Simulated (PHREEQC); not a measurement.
4.6 g of hydrous ferric oxide (600 m²/g; 0.2 weak and 0.005 strong sites per Fe, Dzombak-Morel constants, diffuse double layer) in 1 kg of water with 0.3 mol/kgw of an inert sodium salt and 8.5 mmol/kgw H3BO3 and 5.8 mmol/kgw ZnCl2, at 25 °C; the pH is set by adding NaOH or the inert anion's acid. Oxygen is held at 0.21 atm. No CO2 enters from the air. No solid was allowed to form.

Computed with PHREEQC (ion-association model, wateq4f.dat).

| pH | B sorbed (%) | Zn sorbed (%) | surface charge σ (C/m²) | surface potential ψ (mV) |
|---|---|---|---|---|
| 4 | 0.3 | 0.3 | 0.350 | 121 |
| 4.5 | 0.6 | 2.0 | 0.320 | 117 |
| 5 | 1.2 | 4.9 | 0.272 | 109 |
| 5.5 | 1.8 | 11.7 | 0.217 | 98 |
| 6 | 2.2 | 35.1 | 0.176 | 88 |
| 6.5 | 2.2 | 65.7 | 0.159 | 83 |
| 7 | 1.8 | 84.9 | 0.147 | 80 |
| 7.5 | 1.3 | 94.3 | 0.128 | 73 |
| 8 | 0.8 | 98.0 | 0.102 | 63 |
| 8.5 | 0.4 | 99.1 | 0.078 | 52 |
| 9 | 0.2 | 99.0 | 0.057 | 40 |
| 9.5 | 0.0 | 97.3 | 0.039 | 28 |
| 10 | 0.0 | 93.2 | 0.017 | 13 |

Along this series the solution becomes supersaturated in solids that the run did not let form, among them Zn(OH)2-a, Zn5(OH)8Cl2. Complexes and solids missing from the database can't appear.
